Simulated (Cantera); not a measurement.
Hydrocarbon pyrolysis for carbon deposition

A perfectly stirred reactor is fed with C2H6 : N2 = 1 : 180 (molar parts), at 13.5 Torr; it is held at 1475 K, and followed from long to short residence time.

Detailed kinetics in Cantera: GRI-Mech 3.0 (53 species, 325 reactions). GRI-Mech 3.0 stops at C3 and has no aromatics, soot or wall deposition, so with more carbon than oxygen in the feed, carbon stays in small species such as C2H2 where larger ones or solid carbon would form. Radical loss at walls, strong at low pressure, is not modelled.

| τ (s) | x C2H6 | x HCN | x C2H2 | x C2H | x CH3 | x C2H4 |
|---|---|---|---|---|---|---|
| 0.49 | 7.24e-5 | 9.54e-6 | 0.00457 | 7.35e-8 | 0.000174 | 0.000328 |
| 0.17 | 0.000188 | 5.97e-6 | 0.00392 | 7.81e-8 | 0.000280 | 0.000728 |
| 0.057 | 0.000498 | 3.54e-6 | 0.00281 | 7.32e-8 | 0.000454 | 0.00144 |
| 0.020 | 0.00123 | 1.99e-6 | 0.00143 | 5.15e-8 | 0.000689 | 0.00209 |
| 0.0068 | 0.00272 | 8.87e-7 | 0.000353 | 1.98e-8 | 0.000873 | 0.00180 |
| 0.0023 | 0.00444 | 2.18e-7 | 2.54e-5 | 2.44e-9 | 0.000695 | 0.000640 |
| 0.00080 | 0.00527 | 9.16e-9 | 3.27e-7 | 1.50e-11 | 0.000335 | 7.47e-5 |
x: mole fraction; the columns are a selection and need not sum to one.
